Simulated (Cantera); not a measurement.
A perfectly stirred reactor is fed with CH₄ : O₂ : N₂ : CO₂ = 1 : 4.26 : 16 : 1.3 (molar parts), equivalence ratio 0.47, at 100000 Pa; it is adiabatic with a 675 K inlet, and is followed from long to short residence time, starting on the burning branch (τ in s: 0.19, 0.065, 0.022, 0.0077, 0.0026, 0.0009, 0.00031, 0.00011, 3.6e-05).

Detailed kinetics in Cantera: GRI-Mech 3.0 (53 species, 325 reactions).

One state of this run: T (K) = 1547; x CH₄ = 0.000401; x O₂ = 0.104; x CO₂ = 0.0928; x C₂H₂ = 9.34e-9; x C₂H = 7.22e-12. x: mole fraction; the columns are a selection and need not sum to one.

Q: Which value of τ (s) does it belong to?
A. 0.0077
B. 0.00090
C. 0.022
D. 3.6e-5

A: B, 0.00090
